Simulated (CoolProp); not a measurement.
Vapour-liquid equilibrium of R22 (1) + C3F8 (R218) (2) at 265.6 K; x and y are mole fractions of (1).

Values from CoolProp's multi-fluid Helmholtz-energy mixture model, Kamei 1995 and Lemmon 2006; pair parameters Bell 2016.

```
x      bubble pressure (bar)  y at the bubble point  dew pressure at overall composition x (bar)  liquid density (mol/L)
-----  ---------------------  ---------------------  -------------------------------------------  ----------------------
0.05                       ?                  0.123                                        3.342                   8.100
0.125                  3.936                  0.258                                        3.541                       ?
0.2                        ?                  0.354                                        3.758                   8.695
0.275                  4.480                  0.425                                        3.990                   9.035
0.35                   4.645                  0.480                                            ?                   9.410
0.425                  4.755                  0.524                                        4.481                   9.826
0.5                    4.822                  0.561                                        4.700                   10.29
0.575                  4.852                  0.594                                            ?                   10.80
0.65                   4.851                      ?                                        4.831                   11.38
0.725                  4.813                  0.664                                        4.686                   12.02
0.8                    4.723                  0.710                                        4.473                       ?
0.875                  4.548                  0.775                                        4.241                   13.55
0.95                       ?                  0.881                                        4.012                   14.45
```

### Question
Some entries are withheld; supply them.

### Answer

- 0.05, bubble pressure (bar): 3.536
- 0.125, liquid density (mol/L): 8.384
- 0.2, bubble pressure (bar): 4.248
- 0.35, dew pressure at overall composition x (bar): 4.235
- 0.575, dew pressure at overall composition x (bar): 4.839
- 0.65, y at the bubble point: 0.627
- 0.8, liquid density (mol/L): 12.74
- 0.95, bubble pressure (bar): 4.221

y crosses x between x = 0.575 and 0.65: the model has an azeotrope there.

The pair parameters rest on a limited set of measurements; away from them the model extrapolates.
